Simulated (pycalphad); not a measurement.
Phase fractions of Al-0.5134Mg-1.665Si (wt.%)

Computed with pycalphad from the COST 507 light-alloy database (1999), at 1 atm. The data set is of 1999 and partly superseded. Phase fractions are per mole of atoms. Diffusion is slow at the low end, where real alloys seldom reach equilibrium.

```
T (K)  liquid    fcc  diamond (Si)  MG2SI
-----  ------  -----  ------------  -----
925     1.000      -             -      -
875         …      …             -      -
825         -  0.996         0.004      -
775         -  0.990         0.008  0.002
725         -  0.986         0.010  0.004
675         -  0.982         0.011  0.006
625         -  0.980         0.012  0.007
575         -  0.979         0.013  0.008
525         -  0.979         0.013  0.008
475         -  0.978         0.013  0.008
425         -  0.978         0.013  0.009
375         -  0.978         0.013  0.009
```

Task: Some entries are withheld; supply them.

Result: 
- 875, liquid: 0.110
- 875, fcc: 0.890

Database names, with the compositions (at.%) that they take in these runs: MG2SI: Mg 67 Si 33.
